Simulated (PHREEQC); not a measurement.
**Alkaline etch or developer: speciation**

A solution holds 0.0022 mol/kgw TMAH, 0.0035 mol/kgw Na2SiO3 and 0.21 mol/kgw K3PO4, at 70 °C. Closed to the air; pH follows from the charge balance.

All values are PHREEQC results (ion-association model, phreeqc.dat), not measurements.

This is a speciation only: nothing precipitates in the calculation.

Q: Estimate the pH, density.

A: pH 11.25; density 1.018 g/cm³.

Q: In which forms is Na present?

A: Na+ 99 %, NaHPO4- 1.3 % of the Na.

Caution: at this ionic strength the ion-association model is outside its range; a Pitzer model would be the better tool where its parameters exist. Species that the database lacks are ignored. (CH3)4N+ isn't in the database: it is added as a free cation with an ion size of 4 Å. Constants without temperature data keep their 25 °C values here.
